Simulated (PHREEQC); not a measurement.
Consider water at 44 °C with 0.011 mol/kgw (NH4)2SO4. Closed to the air; pH follows from the charge balance.

Model: ion-association model, wateq4f.dat, run in PHREEQC.

No solid was allowed to form.

Task: Estimate the pH.

Result: pH 5.38.

Task: In which forms is S present?

Result: SO4-2 88 %, NH4SO4- 12 % of the S.

Species that the database lacks are ignored. Away from 25 °C the constants follow the database's enthalpies or fits; those with neither stay at their 25 °C values.
